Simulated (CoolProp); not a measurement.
Saturation properties of R1224YDZ.

Model: reference Helmholtz-energy equation of state, Akasaka 2023, in CoolProp.

```
T (K)    p (MPa)  enthalpy of vaporisation (kJ/kg)  vapour Z
-----  ---------  --------------------------------  --------
199.5  0.0004735                             209.8    0.9982
202.2  0.0006084                             208.5    0.9979
204.8  0.0007685                             207.3    0.9975
207.5  0.0009723                             206.1    0.9971
210.2   0.001221                             204.8    0.9967
212.9   0.001523                             203.6    0.9963
215.6   0.001886                             202.3    0.9957
218.3   0.002322                             201.1    0.9952
220.9   0.002819                             199.9    0.9946
223.6   0.003428                             198.7    0.9939
226.3   0.004146                             197.5    0.9931
229     0.004987                             196.3    0.9923
```

It boils at 288.0 K under 1 atm.
